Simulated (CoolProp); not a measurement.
Vapour-liquid equilibrium of isopentane (1) + toluene (2) at 306.2 K; x and y are mole fractions of (1).

Values from CoolProp's multi-fluid Helmholtz-energy mixture model, Lemmon 2006 and Lemmon 2006; pair parameters Bell 2016.

```
x     bubble pressure (MPa)  y at the bubble point  dew pressure at overall composition x (MPa)  liquid density (mol/L)
----  ---------------------  ---------------------  -------------------------------------------  ----------------------
0.05                0.01372                  0.604                                     0.005974                   9.241
0.15                0.02985                  0.835                                     0.006653                   9.170
0.25                0.04502                  0.902                                     0.007505                   9.093
0.35                0.05850                  0.932                                     0.008607                   9.013
0.45                0.07012                  0.950                                      0.01009                   8.928
0.55                0.08010                  0.962                                      0.01218                   8.839
0.65                0.08894                  0.971                                      0.01538                   8.747
0.75                0.09730                  0.978                                      0.02084                   8.652
0.85                 0.1059                  0.986                                      0.03230                   8.555
0.95                 0.1155                  0.995                                      0.07012                   8.458
```

No azeotrope shows between x = 0.05 and 0.95.

Pair parameters are fitted to limited data, so mixtures are less certain than the pure fluids.
